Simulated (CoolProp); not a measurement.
Octamethyltrisiloxane (MDM) along the isotherm 301.85 °C: density (kg/m³) from the reference equation and from simpler models built on Tc = 292.2 °C, pc = 14.38 bar, ω = 0.528; each cubic takes its own stable root.

Values from CoolProp's reference Helmholtz-energy equation of state, Thol 2017.

```
p (bar)  phase  reference  ideal gas  Redlich-Kwong  Soave-Redlich-Kwong
-------  -----  ---------  ---------  -------------  -------------------
0.898      gas      4.533      4.443          4.536                4.534
1.8        gas      9.280      8.906          9.293                9.286
2.7        gas          ?      13.36          14.26                14.25
3.59       gas      19.38          ?          19.42                19.39
4.49       gas          ?      22.21              ?                    ?
5.39       gas      30.65          ?          30.74                30.65
6.29       gas      36.83      31.12          36.94                36.80
7.19       gas          ?      35.57              ?                43.36
```

Q: Fill in the missing entries.

A: 
- 2.7, reference: 14.23
- 3.59, ideal gas: 17.76
- 4.49, reference: 24.85
- 4.49, Redlich-Kwong: 24.92
- 4.49, Soave-Redlich-Kwong: 24.87
- 5.39, ideal gas: 26.67
- 7.19, reference: 43.45
- 7.19, Redlich-Kwong: 43.57
